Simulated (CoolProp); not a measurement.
Benzene along the isobar 5.31 MPa: fugacity coefficient from the reference equation and from simpler models built on Tc = 288.9 °C, pc = 4.906 MPa, ω = 0.211; each cubic takes its own stable root.

Values from CoolProp's reference Helmholtz-energy equation of state, Thol 2012.

```json
[
 {"T (°C)": "80.05", "phase": "liquid", "reference": "0.02186", "van der Waals": "0.1210", "Redlich-Kwong": "0.03504", "Peng-Robinson": "?"},
 {"T (°C)": "102.25", "phase": "liquid", "reference": "?", "van der Waals": "0.1613", "Redlich-Kwong": "0.06027", "Peng-Robinson": "0.04020"},
 {"T (°C)": "124.45", "phase": "liquid", "reference": "0.06788", "van der Waals": "0.2077", "Redlich-Kwong": "0.09556", "Peng-Robinson": "0.06757"},
 {"T (°C)": "146.75", "phase": "liquid", "reference": "0.1068", "van der Waals": "0.2597", "Redlich-Kwong": "?", "Peng-Robinson": "0.1062"},
 {"T (°C)": "168.95", "phase": "liquid", "reference": "0.1578", "van der Waals": "?", "Redlich-Kwong": "?", "Peng-Robinson": "0.1569"},
 {"T (°C)": "191.25", "phase": "liquid", "reference": "0.2218", "van der Waals": "0.3773", "Redlich-Kwong": "0.2669", "Peng-Robinson": "?"},
 {"T (°C)": "213.45", "phase": "liquid", "reference": "0.2979", "van der Waals": "0.4407", "Redlich-Kwong": "0.3431", "Peng-Robinson": "0.2963"},
 {"T (°C)": "235.65", "phase": "liquid", "reference": "0.3851", "van der Waals": "0.5059", "Redlich-Kwong": "0.4258", "Peng-Robinson": "0.3824"},
 {"T (°C)": "257.95", "phase": "liquid", "reference": "0.4812", "van der Waals": "0.5715", "Redlich-Kwong": "0.5122", "Peng-Robinson": "?"},
 {"T (°C)": "280.15", "phase": "liquid", "reference": "0.5810", "van der Waals": "0.6347", "Redlich-Kwong": "0.5970", "Peng-Robinson": "0.5704"},
 {"T (°C)": "302.35", "phase": "supercritical", "reference": "?", "van der Waals": "0.6896", "Redlich-Kwong": "0.6663", "Peng-Robinson": "0.6464"},
 {"T (°C)": "324.65", "phase": "supercritical", "reference": "0.7124", "van der Waals": "0.7236", "Redlich-Kwong": "0.7069", "Peng-Robinson": "0.6907"},
 {"T (°C)": "346.85", "phase": "supercritical", "reference": "0.7487", "van der Waals": "0.7502", "Redlich-Kwong": "0.7390", "Peng-Robinson": "0.7261"}
]
```

Question: Complete the blanks.

Answer: 
- 80.05, Peng-Robinson: 0.02201
- 102.25, reference: 0.04023
- 146.75, Redlich-Kwong: 0.1420
- 168.95, van der Waals: 0.3164
- 168.95, Redlich-Kwong: 0.1991
- 191.25, Peng-Robinson: 0.2207
- 257.95, Peng-Robinson: 0.4760
- 302.35, reference: 0.6656
